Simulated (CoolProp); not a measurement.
A Linde-Hampson liquefier for normal hydrogen: isothermal reversible compression at 230 K from 1 atm to 25 MPa, throttling to 1 atm, return gas leaving the recuperator 0 K below the feed. Each further row changes one setting.

Values from CoolProp's reference Helmholtz-energy equation of state, Leachman 2009.

| case | compression work (kJ/kg of gas) |
|---|---|
| as stated | 5390 |
| high pressure 50 MPa | 6240 |
| warm-end temperature 260 K | 6080 |
| warm-end gap 5 K | 5390 |
